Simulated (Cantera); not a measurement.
A perfectly stirred reactor is fed with H2 : O2 : N2 = 1.2 : 1 : 4.3 (molar parts), equivalence ratio 0.60, at 0.415 atm; it is held at 1275 K, and followed from long to short residence time.

Detailed kinetics in Cantera: GRI-Mech 3.0 (53 species, 325 reactions). The temperature is held fixed by assumption; the heat of reaction is taken as removed at once.

**Question.** What does this change do: temperature 1275 to 1050 K?

**Answer.** 
| quantity | before | after |
|---|---|---|
| x(H2) at τ = 3.70 s | 5.45e-5 | 0.000485 |
| x(O2) at τ = 3.70 s | 0.0678 | 0.0680 |
| x(NO2) at τ = 3.70 s | 8.70e-9 | 3.97e-9 |
| x(HO2) at τ = 3.70 s | 1.56e-6 | 1.07e-5 |
| x(OH) at τ = 3.70 s | 0.000172 | 1.67e-5 |
| x(H2) at τ = 0.120 s | 0.000531 | 0.00272 |
| x(O2) at τ = 0.120 s | 0.0678 | 0.0690 |
| x(NO2) at τ = 0.120 s | 1.68e-9 | 7.21e-10 |
| x(HO2) at τ = 0.120 s | 9.96e-6 | 2.85e-5 |
| x(OH) at τ = 0.120 s | 0.000541 | 8.84e-5 |

**Question.** What does this change do: temperature 1275 to 1000 K?

**Answer.** 
| quantity | before | after |
|---|---|---|
| x(H2) at τ = 3.70 s | 5.45e-5 | 0.00240 |
| x(O2) at τ = 3.70 s | 0.0678 | 0.0689 |
| x(NO2) at τ = 3.70 s | 8.70e-9 | 1.84e-9 |
| x(HO2) at τ = 3.70 s | 1.56e-6 | 2.26e-5 |
| x(OH) at τ = 3.70 s | 0.000172 | 3.48e-6 |
| x(H2) at τ = 0.120 s | 0.000531 | 0.00700 |
| x(O2) at τ = 0.120 s | 0.0678 | 0.0710 |
| x(NO2) at τ = 0.120 s | 1.68e-9 | 4.88e-10 |
| x(HO2) at τ = 0.120 s | 9.96e-6 | 4.02e-5 |
| x(OH) at τ = 0.120 s | 0.000541 | 3.54e-5 |
